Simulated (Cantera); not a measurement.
A Cantera script and what it prints.

```python
import numpy as np
import cantera as ct

gas_names = """
    C CH CH2 CH3 CH2OH CH3O CH4 CH3OH CN CO CO2 COOH C2 C2H CHCO,ketyl C2H2,acetylene C2H2,vinylidene
    CH2CO,ketene C2H3,vinyl CH3CN CH3CO,acetyl C2H4 C2H4O,ethylen CH3CHO,ethanal CH3COOH (HCOOH)2 C2H5
    C2H6 CH3OCH3 C2H5OH CCN CNC C2N2 C2O C3 C3H3,propargyl C3H4,allene C3H4,propyne C3H4,cyclo-
    C3H5,allyl C3H6,propylene C3H6,cyclo- C3H6O C3H7,n-propyl C3H7,i-propyl C3H8 C3H8O,1propanol
    C3H8O,2propanol C3O2 C4 C4H2 C4H4,1,3-cyclo- C4H6,butadiene C4H6,2-butyne C4H6,cyclo- C4H8,1-butene
    C4H8,cis2-buten C4H8,tr2-butene C4H8,isobutene C4H8,cyclo- (CH3COOH)2 C4H9,n-butyl C4H9,i-butyl
    C4H9,s-butyl C4H9,t-butyl C4H10,isobutane C4H10,n-butane C4N2 C5 C5H6,1,3cyclo- C5H8,cyclo-
    C5H10,1-pentene C5H10,cyclo- C5H11,pentyl C5H11,t-pentyl C5H12,n-pentane C5H12,i-pentane
    CH3C(CH3)2CH3 C6H2 C6H5,phenyl C6H5O,phenoxy C6H6 C6H5OH,phenol C6H10,cyclo- C6H12,1-hexene
    C6H12,cyclo- C6H13,n-hexyl C7H7,benzyl C7H8 C7H8O,cresol C7H14,1-heptene C7H15,n-heptyl
    C7H16,n-heptane C8H8,styrene C8H10,ethylbenz C8H16,1-octene C8H17,n-octyl C8H18,isooctane
    C8H18,n-octane C9H19,n-nonyl C10H8,naphthale C10H21,n-decyl C12H9,o-bipheny C12H10,bipheny H HCN HCO
    HCCN HNC HNCO HNO HNO2 HNO3 HO2 H2 HCHO,formaldehy HCOOH H2O H2O2 N NCO NH NH2 NH3 NH2OH NO NO2 NO3
    N2 N2H2 N2H4 N2O O OH O2 O3
""".split()
cond_names = """
    C(gr) C6H6(L) C7H8(L) C8H18(L),n-octa H2O(s) H2O(L)
""".split()


def load(file, names, dense=False):
    # The tables refer to 1 bar. Condensed volumes are neglected.
    table = {s.name: s for s in ct.Species.list_from_file(file)}
    out = []
    for n in names:
        d = dict(table[n].input_data)
        d["thermo"] = dict(d["thermo"], **{"reference-pressure": 1e5})
        if dense:
            d["equation-of-state"] = {"model": "constant-volume", "density": "1e6 g/cm^3"}
        out.append(ct.Species.from_dict(d))
    return out


gas = ct.Solution(thermo="ideal-gas", species=load("nasa_gas.yaml", gas_names))
cond = {s.name: ct.Solution(thermo="fixed-stoichiometry", species=[s], name=s.name)
        for s in load("nasa_condensed.yaml", cond_names, dense=True)}
atoms = {
    'acetone': {'C': 3, 'H': 6, 'O': 1},
    'H2O': {'H': 2, 'O': 1},
    'N2': {'N': 2},
    'CO2': {'C': 1, 'O': 2},
}
top_T = {'C(gr)': 4500}  # K; cautious upper limits of use, not melting points


def equilibrate(T, P, feed):
    n = {}
    for name, mol in feed.items():
        for a, k in atoms[name].items():
            n[a] = n.get(a, 0.0) + k * mol
    gas.TPX = T, P, n
    mass = sum(n.values()) * gas.mean_molecular_weight
    gas.equilibrate("TP")
    valid = [c for c in cond.values() if c.min_temp <= T <= top_T.get(c.name, c.max_temp)]
    mix = ct.Mixture([(gas, mass / gas.mean_molecular_weight)] + [(c, 0.0) for c in valid])
    mix.T, mix.P = T, P
    mix.equilibrate("TP", solver="vcs", rtol=1e-11, max_steps=5000)
    return mix


results = []
feed = {'acetone': 1, 'H2O': 0.17, 'N2': 4.2, 'CO2': 0.44}  # mol
P = 1333.22  # Pa
for T in [1573, 1623, 1673, 1723, 1773, 1823, 1873, 1923, 1973, 2023, 2073, 2123, 2173, 2223]:
    mix = equilibrate(T, P, feed)
    results.append((T, P, feed, dict(zip(mix.species_names, mix.species_moles))))

top = {s: max(r[3][s] / sum(r[3][g] for g in gas_names) for r in results) for s in gas_names}
cols = sorted((s for s in top if top[s] > 1e-06), key=lambda s: -top[s])[:9]
seen = [c for c in cond_names if any(r[3].get(c, 0) > 1e-12 for r in results)]
print("log10 of partial pressures in bar; condensed amounts in mol")
print(f"{'T/K':>10s}" + "".join(f"{s[:9]:>10s}" for s in cols + seen))
for T, P, feed, n in results:
    ng = sum(n[g] for g in gas_names)
    print(f"{T:10.4g}" + "".join(f"{np.log10(max(n[s] / ng * P / 1e5, 1e-99)):10.3f}" for s in cols)
          + "".join(f"{n.get(c, 0):10.4g}" for c in seen))
```

It prints:

```
log10 of partial pressures in bar; condensed amounts in mol
       T/K        N2        H2        CO         H       HCN       HNC C2H2,acet        CN      C2N2     C(gr)
      1573    -2.226    -2.349    -2.537    -5.565    -5.050    -6.725    -7.034   -10.448   -10.181     1.383
      1623    -2.226    -2.349    -2.537    -5.335    -4.916    -6.528    -6.807   -10.002    -9.862     1.381
      1673    -2.227    -2.349    -2.538    -5.118    -4.789    -6.344    -6.594    -9.582    -9.561     1.378
      1723    -2.227    -2.350    -2.538    -4.914    -4.671    -6.170    -6.393    -9.188    -9.279     1.374
      1773    -2.227    -2.351    -2.538    -4.721    -4.559    -6.006    -6.205    -8.816    -9.012     1.369
      1823    -2.228    -2.352    -2.538    -4.539    -4.454    -5.852    -6.027    -8.464    -8.760     1.363
      1873    -2.228    -2.353    -2.538    -4.367    -4.354    -5.707    -5.859    -8.132    -8.521     1.355
      1923    -2.229    -2.355    -2.538    -4.204    -4.260    -5.569    -5.701    -7.817    -8.295     1.346
      1973    -2.230    -2.358    -2.539    -4.049    -4.172    -5.439    -5.551    -7.518    -8.081     1.336
      2023    -2.231    -2.361    -2.539    -3.902    -4.089    -5.316    -5.410    -7.235    -7.878     1.323
      2073    -2.233    -2.365    -2.540    -3.763    -4.010    -5.200    -5.277    -6.965    -7.685     1.308
      2123    -2.234    -2.371    -2.541    -3.630    -3.936    -5.090    -5.151    -6.709    -7.502     1.291
      2173    -2.236    -2.377    -2.543    -3.505    -3.866    -4.986    -5.033    -6.465    -7.327     1.272
      2223    -2.239    -2.386    -2.544    -3.386    -3.801    -4.889    -4.923    -6.232    -7.161      1.25
```

These are equilibrium values from Cantera (NASA tables, ideal gas, pure condensed phases), not measurements of a reactor. The feed counts by its element totals alone.
